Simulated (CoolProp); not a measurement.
Ethanol along the isotherm 517.9 K: Z from the reference equation and from simpler models built on Tc = 514.7 K, pc = 6.268 MPa, ω = 0.644; each cubic takes its own stable root.

The numbers come from the reference Helmholtz-energy equation of state, Schroeder 2014 in CoolProp.

```json
[
 {"p (MPa)": "1.74", "phase": "gas", "reference": "0.9136"},
 {"p (MPa)": "3.48", "phase": "gas", "reference": "0.8075"},
 {"p (MPa)": "5.22", "phase": "gas", "reference": "0.6550"},
 {"p (MPa)": "6.96", "phase": "supercritical", "reference": "0.2012"},
 {"p (MPa)": "8.71", "phase": "supercritical", "reference": "0.2054"},
 {"p (MPa)": "10.4", "phase": "supercritical", "reference": "0.2306"},
 {"p (MPa)": "12.2", "phase": "supercritical", "reference": "0.2600"},
 {"p (MPa)": "13.9", "phase": "supercritical", "reference": "0.2883"},
 {"p (MPa)": "15.7", "phase": "supercritical", "reference": "0.3183"}
]
```

**Question.** How far does each simpler model (Redlich-Kwong, Soave-Redlich-Kwong) lie from the reference over these 9 states: mean and median of the absolute difference, and the worst?

**Answer.** 
- Redlich-Kwong: mean 23.2 %, median 31.3 %, worst +37.0 % at 517.9 K and 8.71 MPa
- Soave-Redlich-Kwong: mean 24.5 %, median 32.3 %, worst +40.4 % at 517.9 K and 6.96 MPa
